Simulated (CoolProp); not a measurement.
R124 along the isotherm -65.05 °C: fugacity coefficient from the reference equation and from simpler models built on Tc = 122.3 °C, pc = 36.24 bar, ω = 0.288; each cubic takes its own stable root.

Values from CoolProp's reference Helmholtz-energy equation of state, de Vries 1995.

```csv
p (bar),phase,reference
6.47,liquid,0.008676
12.9,liquid,0.004490
19.4,liquid,0.003081
25.9,liquid,0.002382
32.4,liquid,0.001965
38.8,liquid,0.001692
45.3,liquid,0.001496
51.8,liquid,0.001350
58.3,liquid,0.001238
64.7,liquid,0.001150
71.2,liquid,0.001079
77.7,liquid,0.001020
84.1,liquid,0.0009717
90.6,liquid,0.0009307
```

Q: How far does each simpler model (van der Waals, Soave-Redlich-Kwong, Peng-Robinson) lie from the reference over these 14 states: mean and median of the absolute difference, and the worst?

A: 
- van der Waals: mean 2754.9 %, median 2747.9 %, worst +3140.6 % at -65.05 °C and 90.6 bar
- Soave-Redlich-Kwong: mean 1.8 %, median 1.8 %, worst +3.8 % at -65.05 °C and 90.6 bar
- Peng-Robinson: mean 5.1 %, median 5.2 %, worst +5.7 % at -65.05 °C and 6.47 bar
